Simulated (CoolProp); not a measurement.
Properties of R507A along the isotherm 370.1 K (Tc = 343.8 K, pc = 37.05 bar, ω = 0.286).

Model: reference Helmholtz-energy equation of state, Lemmon 2003, in CoolProp. It is a pseudo-pure fit of the blend.

| p (bar) | phase | density (kg/m³) | isothermal compressibility (1/MPa) | expansivity (1/kK) | conductivity (mW/(m K)) | fugacity coefficient |
|---|---|---|---|---|---|---|
| 0.586 | gas | 1.891 | 17.14 | 2.745 | 18.7 | 0.9956 |
| 0.946 | gas | 3.061 | 10.65 | 2.772 | 18.8 | 0.9929 |
| 1.53 | gas | 4.973 | 6.613 | 2.816 | 18.8 | 0.9885 |
| 2.47 | gas | 8.088 | 4.127 | 2.889 | 18.9 | 0.9814 |
| 3.99 | gas | 13.22 | 2.587 | 3.013 | 19.0 | 0.9701 |
| 6.45 | gas | 21.81 | 1.634 | 3.229 | 19.3 | 0.9519 |
| 10.4 | gas | 36.39 | 1.051 | 3.625 | 19.7 | 0.9229 |
| 16.8 | gas | 62.49 | 0.6968 | 4.433 | 20.5 | 0.8769 |
| 27.2 | gas | 114.0 | 0.4974 | 6.492 | 22.2 | 0.8041 |
| 43.9 | supercritical | 244.8 | 0.4570 | 15.64 | 26.9 | 0.6910 |
| 71 | supercritical | 651.1 | 0.1290 | 17.12 | 44.5 | 0.5260 |
| 115 | supercritical | 830.1 | 0.02741 | 6.314 | 54.6 | 0.3915 |
| 185 | supercritical | 937.6 | 0.01166 | 3.729 | 62.0 | 0.3134 |

Thermal conductivity comes from a separate model (Geller 2001).
